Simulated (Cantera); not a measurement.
An isothermal, constant-pressure homogeneous reactor starts with C₃H₈ : H₂ = 1 : 58 (molar parts), at 1650 K and 100000 Pa.

Detailed kinetics in Cantera: GRI-Mech 3.0 (53 species, 325 reactions). GRI-Mech 3.0 was tuned for natural gas; its chemistry of propane as a main component is partial and can be far from experiment. GRI-Mech 3.0 stops at C3 and has no aromatics, soot or wall deposition, so with more carbon than oxygen in the feed, carbon stays in small species such as C2H2 where larger ones or solid carbon would form.

x: mole fraction; the columns are a selection and need not sum to one.

| t (s) | x C₃H₈ | x H₂ | x C₂H₆ | x CH₄ | x C₂H |
|---|---|---|---|---|---|
| 1.00e-6 | 0.0163 | 0.982 | ? | 0.000235 | <1e-12 |
| 7.44e-6 | 0.00593 | 0.971 | ? | 0.0103 | 1.41e-9 |
| 5.54e-5 | 2.05e-6 | 0.965 | ? | 0.0189 | 9.07e-9 |
| 0.000412 | 6.54e-9 | 0.965 | ? | 0.0192 | 4.18e-9 |
| 0.00307 | 1.19e-9 | 0.966 | ? | 0.0193 | 5.58e-9 |
| 0.0228 | 8.29e-10 | 0.965 | 2.56e-6 | 0.0195 | 5.71e-9 |
| 0.170 | 8.46e-10 | 0.965 | 2.62e-6 | 0.0202 | 5.56e-9 |
| 1.26 | 8.68e-10 | 0.965 | 2.70e-6 | 0.0212 | 5.36e-9 |
| 9.41 | 8.68e-10 | 0.965 | 2.71e-6 | 0.0212 | 5.36e-9 |
| 70.0 | 8.68e-10 | 0.965 | 2.71e-6 | 0.0212 | 5.36e-9 |

### Question
What belongs in the gaps?

### Answer

- 1.00e-6, x C₂H₆: 5.39e-5
- 7.44e-6, x C₂H₆: 0.000370
- 5.54e-5, x C₂H₆: 4.49e-5
- 0.000412, x C₂H₆: 1.20e-5
- 0.00307, x C₂H₆: 3.22e-6
